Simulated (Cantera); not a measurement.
Input: 1 mol Ca(OH)2, 0.1 mol H2, 1.1 mol CO2, 0.73 mol H2O, held at 575 K and 23000 Pa.

Equilibrium computed with Cantera from the NASA thermochemical tables; the gas is ideal and each condensed phase is pure. Rates play no part.

```csv
species,before,after
H2O,0.907,0.922
CO2,0.0492,0.0456
H2,0.0408,0.0251
CH4,0.00282,0.00685
CO,5.57e-5,3.13e-5
"CaCO3(calcite), mol",1.00,1.00
```
Gas species are given as mole fractions.

Which change was made?
A) temperature from 575 K to 923 K
B) H2 from 0.1 to 1 mol
C) temperature from 575 K to 1625 K
D) pressure from 23000 Pa to 100000 Pa

D, pressure from 23000 Pa to 100000 Pa
